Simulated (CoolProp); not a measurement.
Saturation properties of cis-2-butene (Tc = 435.8 K, pc = 4.236 MPa, ω = 0.202).

The numbers come from the reference Helmholtz-energy equation of state, Lemmon 2005 in CoolProp. It is a short technical equation, of lower accuracy than the large ones.

| T (K) | p (MPa) | liquid density (kg/m³) | enthalpy of vaporisation (kJ/kg) | liquid cp (kJ/(kg K)) | vapour Z |
|---|---|---|---|---|---|
| 342.7 | 0.7314 | 557.9 | 338.8 | 2.498 | 0.8457 |
| 348.2 | 0.8316 | 549.9 | 330.9 | 2.540 | 0.8315 |
| 353.7 | 0.9416 | 541.7 | 322.8 | 2.584 | 0.8165 |
| 359.2 | 1.062 | 533.2 | 314.2 | 2.633 | 0.8006 |
| 364.7 | 1.193 | 524.4 | 305.2 | 2.686 | 0.7836 |
| 370.2 | 1.336 | 515.3 | 295.8 | 2.745 | 0.7656 |
| 375.7 | 1.492 | 505.7 | 285.8 | 2.811 | 0.7465 |
| 381.2 | 1.660 | 495.7 | 275.2 | 2.887 | 0.7261 |
| 386.7 | 1.842 | 485.1 | 263.8 | 2.975 | 0.7043 |
| 392.2 | 2.038 | 473.8 | 251.6 | 3.079 | 0.6809 |
| 397.7 | 2.250 | 461.8 | 238.4 | 3.207 | 0.6557 |
| 403.2 | 2.478 | 448.8 | 224.0 | 3.369 | 0.6283 |
| 408.7 | 2.723 | 434.5 | 208.0 | 3.587 | 0.5983 |
| 414.2 | 2.987 | 418.4 | 189.9 | 3.902 | 0.5649 |
| 419.7 | 3.271 | 399.9 | 169.0 | 4.414 | 0.5269 |

It boils at 276.9 K under 1 atm.
